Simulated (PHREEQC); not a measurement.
# Silver or lead bath: speciation

A solution holds 0.0015 mol Pb(NO3)2, 0.13 mol NaNO3 and 0.013 mol Zn(NO3)2 per kg of water, at 20 °C. Closed to the air; pH follows from the charge balance.

The numbers come from PHREEQC with the ion-association model, phreeqc.dat.

pH: 5.51
ionic strength: 0.172 mol/kgw
specific conductance: 13500 µS/cm
density: 1.008 g/cm³

| species | molality | activity | log γ |
|---|---|---|---|
| NO3- | 0.158 | 0.112 | -0.149 |
| Na+ | 0.130 | 0.0984 | -0.121 |
| Zn+2 | 0.0130 | 0.00411 | -0.500 |
| Pb+2 | 0.000873 | 0.000283 | -0.489 |
| PbNO3+ | 0.000624 | 0.000471 | -0.122 |
| H+ | 3.83e-6 | 3.08e-6 | -0.094 |
| PbOH+ | 2.36e-6 | 1.78e-6 | -0.122 |
| ZnOH+ | 1.31e-6 | 9.90e-7 | -0.122 |
| Pb2OH+3 | 1.42e-7 | 1.13e-8 | -1.100 |
| Zn(OH)2 | 5.18e-9 | 5.39e-9 | 0.017 |

No solid was allowed to form.
